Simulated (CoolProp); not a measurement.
Properties of ethanol along the isobar 1.01 bar (Tc = 514.7 K, pc = 62.68 bar, ω = 0.644).

The numbers come from the reference Helmholtz-energy equation of state, Schroeder 2014 in CoolProp.

| T (K) | phase | density (kg/m³) | cv (kJ/(kg K)) | Joule-Thomson coefficient (K/MPa) | isothermal compressibility (1/MPa) |
|---|---|---|---|---|---|
| 462.2 | gas | 1.221 | ___ | 16.72 | 9.983 |
| 482 | gas | 1.169 | 1.859 | 13.71 | 9.967 |
| 501.7 | gas | 1.122 | 1.915 | ___ | 9.955 |
| 521.4 | gas | 1.078 | 1.970 | 9.483 | 9.946 |
| 541.1 | gas | 1.038 | 2.023 | 7.983 | 9.939 |
| 560.8 | gas | 1.001 | 2.075 | 6.771 | 9.933 |
| 580.6 | gas | 0.9664 | ___ | 5.779 | 9.928 |
| 600.3 | gas | 0.9344 | 2.174 | 4.970 | 9.924 |
| 620 | gas | 0.9044 | 2.222 | 4.301 | 9.920 |

Some entries are withheld; supply them.


- 462.2, cv (kJ/(kg K)): 1.802
- 501.7, Joule-Thomson coefficient (K/MPa): 11.35
- 580.6, cv (kJ/(kg K)): 2.125
